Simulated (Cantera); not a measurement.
A closed system holds: 1 mol trisilylamine, 26 mol N2, held at 1398.15 K and 2.18 Torr.

Cantera equilibrium calculation (NASA polynomials, part measured and part estimated; ideal gas, pure solids and liquids). Candidate condensed phases: Si, Si3N4; 18 gas species. The feed counts by its element totals alone. The numbers say what is thermodynamically allowed, not how fast it happens.

Base state: N2 0.845, H2 0.155, H 3.47e-5 (mole fractions); condensed: Si3N4(s).

Problem. What changes in the equilibrium state with this change: trisilylamine replaced by SiH4?

Solution. 
```tsv
species	before	after
N2	0.845	0.927
H2	0.155	0.0732
H	3.47e-5	2.38e-5
Si3N4(s), mol	1.00	0.333
```
N2 is the only nitrogen source here; it is nearly inert below about 1500 K, so the nitride shown seldom forms there in practice.
